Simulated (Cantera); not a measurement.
Cantera run:

```python
import numpy as np
import cantera as ct

gas_names = """
    AL ALCL ALCL2 ALCL3 ALH AL2 AL2CL6 CL CL2 H HCL H2
""".split()
cond_names = """
    AL(cr) AL(L) ALCL3(s) ALCL3(L)
""".split()


def load(file, names, dense=False):
    # The tables refer to 1 bar. Condensed volumes are neglected.
    table = {s.name: s for s in ct.Species.list_from_file(file)}
    out = []
    for n in names:
        d = dict(table[n].input_data)
        d["thermo"] = dict(d["thermo"], **{"reference-pressure": 1e5})
        if dense:
            d["equation-of-state"] = {"model": "constant-volume", "density": "1e6 g/cm^3"}
        out.append(ct.Species.from_dict(d))
    return out


gas = ct.Solution(thermo="ideal-gas", species=load("nasa_gas.yaml", gas_names))
cond = {s.name: ct.Solution(thermo="fixed-stoichiometry", species=[s], name=s.name)
        for s in load("nasa_condensed.yaml", cond_names, dense=True)}
atoms = {
    'Al': {'AL': 1},
    'HCl': {'H': 1, 'CL': 1},
    'H2': {'H': 2},
}
top_T = {}  # K; cautious upper limits of use, not melting points


def equilibrate(T, P, feed):
    n = {}
    for name, mol in feed.items():
        for a, k in atoms[name].items():
            n[a] = n.get(a, 0.0) + k * mol
    gas.TPX = T, P, n
    mass = sum(n.values()) * gas.mean_molecular_weight
    gas.equilibrate("TP")
    valid = [c for c in cond.values() if c.min_temp <= T <= top_T.get(c.name, c.max_temp)]
    mix = ct.Mixture([(gas, mass / gas.mean_molecular_weight)] + [(c, 0.0) for c in valid])
    mix.T, mix.P = T, P
    mix.equilibrate("TP", solver="vcs", rtol=1e-11, max_steps=5000)
    return mix


results = []
feed = {'Al': 1, 'HCl': 0.09, 'H2': 0.11}  # mol
P = 1000  # Pa
for T in [773, 823, 873, 923, 973, 1023, 1073, 1123, 1173, 1223, 1273]:
    mix = equilibrate(T, P, feed)
    results.append((T, P, feed, dict(zip(mix.species_names, mix.species_moles))))
    x = sorted(zip(gas.X, gas.species_names), reverse=True)
    print(f"T = {T:g} K  P = {P:g} Pa  gas = {mix.phase_moles(0):.4g} mol")
    print("   x: " + "  ".join(f"{s} {v:.3e}" for v, s in x if v > 1e-05))
    print("   condensed (mol): " + ("  ".join(f"{mix.phase(i).name} {mix.phase_moles(i):.4g}"
          for i in range(1, mix.n_phases) if mix.phase_moles(i) > 1e-12) or "none"))
```

It prints:

```
T = 773 K  P = 1000 Pa  gas = 0.1848 mol
   x: H2 8.388e-01  ALCL3 1.589e-01  AL2CL6 1.572e-03  ALCL 5.020e-04  ALCL2 2.098e-04
   condensed (mol): AL(cr) 0.9699
T = 823 K  P = 1000 Pa  gas = 0.1852 mol
   x: H2 8.371e-01  ALCL3 1.600e-01  ALCL 1.879e-03  ALCL2 5.764e-04  AL2CL6 5.201e-04
   condensed (mol): AL(cr) 0.9697
T = 873 K  P = 1000 Pa  gas = 0.1858 mol
   x: H2 8.343e-01  ALCL3 1.582e-01  ALCL 5.988e-03  ALCL2 1.390e-03  AL2CL6 1.900e-04  HCL 1.635e-05
   condensed (mol): AL(cr) 0.9692
T = 923 K  P = 1000 Pa  gas = 0.1872 mol
   x: H2 8.278e-01  ALCL3 1.525e-01  ALCL 1.661e-02  ALCL2 2.985e-03  AL2CL6 7.392e-05  HCL 3.433e-05
   condensed (mol): AL(cr) 0.9677
T = 973 K  P = 1000 Pa  gas = 0.1903 mol
   x: H2 8.144e-01  ALCL3 1.407e-01  ALCL 3.917e-02  ALCL2 5.619e-03  HCL 6.664e-05  AL2CL6 2.895e-05
   condensed (mol): AL(L) 0.9647
T = 1023 K  P = 1000 Pa  gas = 0.1963 mol
   x: H2 7.897e-01  ALCL3 1.195e-01  ALCL 8.138e-02  ALCL2 9.290e-03  HCL 1.172e-04  AL2CL6 1.041e-05
   condensed (mol): AL(L) 0.9588
T = 1073 K  P = 1000 Pa  gas = 0.2064 mol
   x: H2 7.510e-01  ALCL 1.488e-01  ALCL3 8.698e-02  ALCL2 1.307e-02  HCL 1.828e-04
   condensed (mol): AL(L) 0.9486
T = 1123 K  P = 1000 Pa  gas = 0.2203 mol
   x: H2 7.033e-01  ALCL 2.332e-01  ALCL3 4.857e-02  ALCL2 1.464e-02  HCL 2.461e-04
   condensed (mol): AL(L) 0.9347
T = 1173 K  P = 1000 Pa  gas = 0.2334 mol
   x: H2 6.640e-01  ALCL 3.048e-01  ALCL3 1.868e-02  ALCL2 1.223e-02  HCL 2.810e-04
   condensed (mol): AL(L) 0.9216
T = 1223 K  P = 1000 Pa  gas = 0.2405 mol
   x: H2 6.443e-01  ALCL 3.421e-01  ALCL2 8.007e-03  ALCL3 5.286e-03  HCL 2.823e-04
   condensed (mol): AL(L) 0.9145
T = 1273 K  P = 1000 Pa  gas = 0.2431 mol
   x: H2 6.373e-01  ALCL 3.562e-01  ALCL2 4.767e-03  ALCL3 1.365e-03  HCL 2.683e-04  AL 1.586e-05
   condensed (mol): AL(L) 0.9119
```

These are equilibrium values from Cantera (NASA tables, ideal gas, pure condensed phases), not measurements of a reactor. The tables' values for AlCl2 are old estimates; treat these amounts as uncertain.
